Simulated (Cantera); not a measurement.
# Low-pressure radical oxidation in H2/O2

A perfectly stirred reactor is fed with H₂ : O₂ : H₂O = 0.15 : 1 : 0.0071 (molar parts), equivalence ratio 0.075, at 0.0150 bar; it is held at 900 K, and followed from long to short residence time.

Detailed kinetics in Cantera: GRI-Mech 3.0 (53 species, 325 reactions). Radical loss at walls, strong at low pressure, is not modelled. Below about 950 K walls govern HO2 and H2O2 in real vessels. The temperature is held fixed by assumption; the heat of reaction is taken as removed at once.

```tsv
τ (s)	x H₂	x O₂	x H₂O₂	x H₂O	x HO₂	x H	x OH
3.3	0.00112	0.855	2.61e-7	0.144	7.55e-6	4.61e-5	0.000179
1.8	0.00158	0.854	2.94e-7	0.143	9.12e-6	8.43e-5	0.000230
1.0	0.00219	0.854	3.28e-7	0.143	1.08e-5	0.000151	0.000296
0.58	0.00294	0.854	3.59e-7	0.142	1.23e-5	0.000259	0.000375
0.32	0.00405	0.854	3.94e-7	0.140	1.40e-5	0.000466	0.000487
0.18	0.00550	0.853	4.26e-7	0.138	1.55e-5	0.000818	0.000629
0.10	0.00750	0.852	4.56e-7	0.136	1.69e-5	0.00144	0.000816
0.057	0.0101	0.851	4.80e-7	0.132	1.79e-5	0.00247	0.00104
0.032	0.0136	0.850	4.95e-7	0.127	1.86e-5	0.00420	0.00133
0.018	0.0183	0.848	4.98e-7	0.120	1.89e-5	0.00696	0.00166
0.0099	0.0249	0.845	4.84e-7	0.110	1.87e-5	0.0112	0.00204
```
x: mole fraction; the columns are a selection and need not sum to one.
